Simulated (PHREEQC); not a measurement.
Make-up at 20 °C: 15 mmol/kgw Cu(NO3)2, 2.4 mmol/kgw H2SO4 and 0.091 mmol/kgw H3BO3. It is in equilibrium with CO2 at log p = -1 (atm). Otherwise closed; pH follows from the charge balance.

Equilibrium calculation in PHREEQC: ion-association model, wateq4f.dat.

| quantity | before | after |
|---|---|---|
| pH | 2.41 | 2.44 |
| CuHCO3+ (mol/kgw) | 1.76e-6 | 1.17e-5 |
| HCO3- (mol/kgw) | 5.02e-7 | 6.36e-7 |
| CuOH+ (mol/kgw) | 2.17e-8 | 1.60e-7 |
| SI of Tenorite (CuO) | -5.15 | -4.35 |
| SI of Cu(OH)2 (Cu(OH)2) | -6.17 | -5.37 |

Name the change that produced these shifts.
A. Cu(NO3)2 from 0.015 to 0.15 mol/kgw
B. H3BO3 left out
C. 0.0029 mol/kgw HBr added
D. diluted 2-fold with water
E. H2SO4 left out

A, Cu(NO3)2 from 0.015 to 0.15 mol/kgw

No solid was allowed to form.
